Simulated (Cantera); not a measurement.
Feed: 1 mol SiO2, 13 mol CO, equilibrated at 10.0 mbar.

Method: chemical equilibrium by Gibbs-energy minimisation in Cantera with the NASA 1993 tables (ideal gas, pure condensed phases). Candidate condensed phases: C, Si, SiC, SiO2; 20 gas species. The numbers say what is thermodynamically allowed, not how fast it happens. All values below are at 650 °C.

Base state: CO 0.970, CO2 0.0297 (mole fractions); condensed: C(graphite) + SiO2(β-quartz).

Task: What changes in the equilibrium state with this change: pressure from 10.0 mbar to 8.20 bar?

Result: 
| species | before | after |
|---|---|---|
| CO2 | 0.0297 | 0.822 |
| CO | 0.970 | 0.178 |
| C(graphite), mol | 0.375 | 5.86 |
| SiO2(β-quartz), mol | 1.00 | 1.00 |
